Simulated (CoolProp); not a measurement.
A Linde-Hampson liquefier for carbon monoxide: isothermal reversible compression at 230 K from 1 atm to 25 MPa, throttling to 1 atm, return gas leaving the recuperator 2 K below the feed. Each further row changes one setting.

Values from CoolProp's reference Helmholtz-energy equation of state, Lemmon 2006. It is a short technical equation, of lower accuracy than the large ones.

| case | liquid yield per pass | compression work (kJ/kg of gas) |
|---|---|---|
| as stated | (withheld) | 363 |
| high pressure 50 MPa | (withheld) | 419 |
| warm-end temperature 260 K | (withheld) | 419 |
| warm-end gap 7 K | (withheld) | 363 |

Complete the blanks.


- as stated, liquid yield per pass: 0.192
- high pressure 50 MPa, liquid yield per pass: 0.197
- warm-end temperature 260 K, liquid yield per pass: 0.138
- warm-end gap 7 K, liquid yield per pass: 0.180
